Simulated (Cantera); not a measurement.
An adiabatic, constant-pressure homogeneous reactor starts with H2 : O2 : N2 : H2O = 1 : 0.575 : 2.16 : 0.71 (molar parts), equivalence ratio 0.87, at 973 K and 0.630 bar.

Computed with Cantera and GRI-Mech 3.0 (53 species, 325 reactions).

### Question
Predict: time of steepest temperature rise; temperature at 0.100 s; equilibrium temperature; x(H2) at 0.100 s; x(O2) at 0.100 s; x(H2O) at 0.100 s; x(H) at 0.100 s; x(NO) at 0.100 s.

### Answer
```
Property                                                             Value
---------------------------------  ---------------------------------------
time of steepest temperature rise                                  30.9 ms
temperature at 0.100 s                                              2363 K
equilibrium temperature                                             2361 K
x(H2) at 0.100 s                     0.0110 (gas-phase equilibrium 0.0110)
x(O2) at 0.100 s                     0.0196 (gas-phase equilibrium 0.0191)
x(H2O) at 0.100 s                      0.411 (gas-phase equilibrium 0.411)
x(H) at 0.100 s                    0.00177 (gas-phase equilibrium 0.00175)
x(NO) at 0.100 s                   0.00312 (gas-phase equilibrium 0.00444)
```
